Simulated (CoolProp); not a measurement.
Vapour-liquid equilibrium of isobutene (1) + n-octane (2) at 330.7 K; x and y are mole fractions of (1).

Model: multi-fluid Helmholtz-energy mixture model, Lemmon 2005 and Beckmüller 2019; pair parameters Bell 2016, in CoolProp.

Task: Give the bubble pressure and the first vapour's composition at x = 0.25, 0.45, 0.85. Is there an azeotrope?

Result: x = 0.25: 1.732 bar, y = 0.954; x = 0.45: 3.083 bar, y = 0.979; x = 0.85: 6.103 bar, y = 0.996. No azeotrope shows between x = 0.05 and 0.95.

Pair parameters are fitted to limited data, so mixtures are less certain than the pure fluids.
